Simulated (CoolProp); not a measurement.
Vapour-liquid equilibrium of R113 (1) + acetone (2) at 0.0175 MPa; x and y are mole fractions of (1).

Values from CoolProp's multi-fluid Helmholtz-energy mixture model, Marx 1992 and Lemmon 2006; pair parameters Bell 2016.

Question: Give the bubble temperature and the first vapour's composition at x = 0.15, 0.25, 0.85. Is there an azeotrope?

Answer: x = 0.15: 278.7 K, y = 0.382; x = 0.25: 276.5 K, y = 0.490; x = 0.85: 274.2 K, y = 0.794. y crosses x between x = 0.65 and 0.75: the model has an azeotrope there.

The pair parameters rest on a limited set of measurements; away from them the model extrapolates.
